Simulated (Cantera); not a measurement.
A closed system holds: 1 mol FeS, a varied amount of H₂, 4.6 mol H₂O, held at 1825 K and 10.0 mbar.

These are equilibrium values from Cantera (NASA tables, ideal gas, pure condensed phases), not measurements of a reactor. Candidate condensed phases: Fe, FeO, Fe(OH)₂, Fe(OH)₃, FeS, FeSO₄, FeS₂, Fe₂O₃, Fe₂(SO₄)₃, Fe₃O₄, H₂O, H₂SO₄, S; 22 gas species. Equilibrium is a limit: real reactors are often held back by kinetics, nucleation or transport.

Problem. Which condensed phases are stable at each of these points (n(H₂) (mol)): 30, 43, 63, 92, 130, 200, 290, 420, 610, 890, 1300, 1900?

Solution. 
| n(H₂) (mol) | condensed phases | Fe condensed (%) |
|---|---|---|
| 30 | Fe(l) | 85.2 |
| 43 | Fe(l) | 79.8 |
| 63 | Fe(l) | 71.4 |
| 92 | Fe(l) | 59.2 |
| 130 | Fe(l) | 43.2 |
| 200 | Fe(l) | 13.7 |
| 290 | gas only | 0.0 |
| 420 | gas only | 0.0 |
| 610 | gas only | 0.0 |
| 890 | gas only | 0.0 |
| 1300 | gas only | 0.0 |
| 1900 | gas only | 0.0 |

From 30 mol H₂ to 200 mol H₂ the condensed part is Fe(l). From 290 mol H₂ to 1900 mol H₂ nothing is condensed.
